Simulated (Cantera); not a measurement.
Charge: 1 mol Si(CH3)4, 0.12 mol CH4, 2.3 mol H2, equilibrated at 7.20 mbar.

Method: chemical equilibrium by Gibbs-energy minimisation in Cantera with the NASA 1993 tables (ideal gas, pure condensed phases). Candidate condensed phases: C, C6H6, C7H8, C8H18, Si, SiC; 87 gas species. Gases not in the tables: Si2H6 and higher silanes. Kinetics and transport are ignored.

Problem. At 2027 °C, list the 4 most abundant gas species with their mole fractions, and the condensed phases.

Solution. H2 0.867, H 0.106, Si 0.0186, C2H2 (acetylene) 0.00375. Condensed: C(graphite) + SiC(s).
